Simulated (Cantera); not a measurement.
Input: 1 mol Ti, 0.81 mol CH4, 84 mol H2, held at 29.0 Pa.

These are equilibrium values from Cantera (NASA tables, ideal gas, pure condensed phases), not measurements of a reactor. Candidate condensed phases: C, C6H6, C7H8, C8H18, Ti, TiC; 77 gas species. Mutual solubility and eutectic melting of coexisting phases are not modelled. TiC: taken at fixed stoichiometry. Condensed phases not in the tables: N, O or C dissolved in the metal. The numbers say what is thermodynamically allowed, not how fast it happens.

### Question
What share of the Ti ends up in condensed phases as a function of T (K), at 1673, 1698, 1723, 1748, 1773, 1798, 1823, 1848, 1873, 1898, 1923, 1948, 1973?

### Answer
| T (K) | Ti condensed (%) | as |
|---|---|---|
| 1673 | 98.6 | Ti(β) + TiC(s) |
| 1698 | 97.7 | Ti(β) + TiC(s) |
| 1723 | 96.3 | Ti(β) + TiC(s) |
| 1748 | 94.1 | Ti(β) + TiC(s) |
| 1773 | 90.8 | Ti(β) + TiC(s) |
| 1798 | 85.9 | Ti(β) + TiC(s) |
| 1823 | 81.0 | TiC(s) |
| 1848 | 81.0 | TiC(s) |
| 1873 | 81.0 | TiC(s) |
| 1898 | 81.0 | TiC(s) |
| 1923 | 81.0 | TiC(s) |
| 1948 | 81.0 | TiC(s) |
| 1973 | 81.0 | TiC(s) |
